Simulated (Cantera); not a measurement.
A freely propagating, adiabatic, planar premixed flame of CO : H2 : O2 : N2 = 1 : 0.052 : 0.438 : 1.65 (molar parts), unburnt at 350 K and 0.460 bar; mixture-averaged transport, grid criteria slope 0.08 and curve 0.16, no radiation.

Cantera simulation using GRI-Mech 3.0 (53 species, 325 reactions); the numbers are that mechanism's predictions, not measurements. Burning velocities carry a grid error of a few per cent, more on coarse grids.

Problem. What does this change do: inlet temperature 350 to 500 K?

Solution. 
| quantity | before | after |
|---|---|---|
| laminar burning velocity | 63.3 cm/s | 114 cm/s |
| thermal thickness | 1.89 mm | 2.26 mm |
| peak x(H2O2) | 7.38e-5 | 2.44e-5 |
